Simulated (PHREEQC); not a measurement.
Dissolve 1.46 mmol/kgw Cu(NO3)2, 0.074 mmol/kgw HCl and 0.052 mmol/kgw H3BO3 at 25 °C. Closed to the air; pH follows from the charge balance.

Equilibrium calculation in PHREEQC: ion-association model, phreeqc.dat.

Task: The ionic strength comes out as 0.00445 mol/kgw. What activity coefficients do Cu+2, Cl-, NO3-, H+ get?

Result: Cu+2 0.76, Cl- 0.93, NO3- 0.93, H+ 0.94.

No solid was allowed to form.
